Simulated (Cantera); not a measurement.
Standard-state values (1 bar) from the NASA 1993 polynomials, evaluated with Cantera. Values are per mole of reaction as written; species without (g) are pure solids or liquids, kept so even where they would boil at 1 bar. ZrN: taken at fixed stoichiometry.

2 ZrO2(g) + 2 NH3(g) → 2 H2O2(g) + 2 ZrN + H2(g), with ΔH° = -338.8 kJ and ΔS° = -255.3 J/K at 300 K.

Question: How far is the shortcut ΔG° ≈ ΔH°(300 K) − T·ΔS°(300 K) from the full temperature-dependent value at 375, 475, 575, 675, 775 K?

Answer: 
```csv
T (K),shortcut (kJ),full (kJ),difference (kJ),difference in log10 K
375,-243.1,-243.4,0.3,-0.04
475,-217.6,-219.0,1.4,-0.16
575,-192.0,-195.4,3.4,-0.31
675,-166.5,-172.4,5.9,-0.46
775,-141.0,-150.0,9.0,-0.61
```
The shortcut ignores the heat-capacity change of the reaction.
